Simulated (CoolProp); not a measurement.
Aqueous ethanol as a coolant, at -16 °C, 1 atm.

The numbers come from the Melinder's fits for secondary coolants in CoolProp.

```
mass %  freezing point (°C)  viscosity (mPa s)  cp (kJ/(kg K))  Prandtl number  density (kg/m³)
------  -------------------  -----------------  --------------  --------------  ---------------
30.2                  -20.3               18.6           4.088             197            971.6
35                    -24.9               19.1           3.919             204            966.6
39.7                  -29.3               18.6           3.755             201            960.3
44.5                  -33.4               17.4           3.599             191            952.4
49.3                  -37.1               15.8           3.454             176            943.3
54                    -40.5               14.1           3.315             159            933.5
```
